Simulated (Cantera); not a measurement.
## SiH4 + C2H2 + H2 (silicon carbide growth)

Charge: 1 mol SiH4, 0.05 mol C2H2, 1700 mol H2, held at 2.50 mbar.

These are equilibrium values from Cantera (NASA tables, ideal gas, pure condensed phases), not measurements of a reactor. Candidate condensed phases: C, C6H6, C7H8, C8H18, Si, SiC; 87 gas species. Mutual solubility and eutectic melting of coexisting phases are not modelled. Gases not in the tables: Si2H6 and higher silanes. Rates play no part.

```
T (K)   x H2       x H      x Si    x SiH  x C2H2 (acetylene)   x SiH2  n Si(s)  n SiC(s)  n Si(l)
-----  -----  --------  --------  -------  ------------------  -------  -------  --------  -------
1523   1.000  0.000462   7.21e-6  1.05e-6            7.49e-10  2.00e-6    0.883    0.0999        0
1623   0.999   0.00138   6.26e-5  6.27e-6             4.49e-9  6.46e-6    0.771    0.0995        0
1723   0.996   0.00364  0.000393  2.82e-5             2.50e-8  1.69e-5        0    0.0952    0.139
1823   0.991   0.00863  0.000487  2.59e-5             1.97e-6  9.59e-6        0    0.0827        0
1923   0.981    0.0187  0.000543  2.20e-5             2.55e-5  5.28e-6        0         0        0
2023   0.962    0.0373  0.000552  1.74e-5             2.72e-5  2.82e-6        0         0        0
2123   0.930    0.0692  0.000550  1.37e-5             2.73e-5  1.54e-6        0         0        0
```
x: gas mole fraction; n: condensed amount in mol.

From 1523 K to 1623 K the condensed part is Si(s) + SiC(s). At 1723 K the condensed part is Si(l) + SiC(s). At 1823 K the condensed part is SiC(s). From 1923 K to 2123 K nothing is condensed. The main Si-bearing gas is Si throughout.
